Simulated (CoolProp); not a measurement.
The fluid at 437.5 K and 0.242 MPa flows at 9.3 m/s in a round tube of 50 mm bore and 1.5 µm roughness, fully developed (64/Re and Nu = 3.66 if laminar; Colebrook and Gnielinski if turbulent). The same conditions are run with several fluids, on thermodynamics alone (safety and materials aside).

Model: reference Helmholtz-energy equation of state of each fluid (R22: Kamei 1995; ammonia: Gao 2020; normal hydrogen: Leachman 2009; R507A: Lemmon 2003; c-C4F8 (RC318): Platzer 1990), in CoolProp. The equations of Platzer and Polt are older, rougher fits. Blends and air are pseudo-pure fits.

Problem. Rank R22, ammonia, normal hydrogen, R507A, c-C4F8 (RC318) by Reynolds number, highest first.

Solution. c-C4F8 (RC318) (374000), R507A (175000), R22 (135000), ammonia (34400), normal hydrogen (5370)

| fluid | Darcy friction factor | pressure drop (Pa/m) | heat-transfer coefficient (W/(m² K)) | mass flow (kg/h) |
|---|---|---|---|---|
| R22 | 0.0171 | 85.9 | 104 | 382 |
| ammonia | 0.0228 | 22.5 | 74.9 | 74.9 |
| normal hydrogen | 0.0367 | 4.25 | 83.5 | 8.81 |
| R507A | 0.0163 | 93.5 | 147 | 437 |
| c-C4F8 (RC318) | 0.0142 | 167 | 241 | 892 |

Transport values come from each fluid's own correlations; those of R22, c-C4F8 (RC318) are estimates that may be off by 10 % or more.
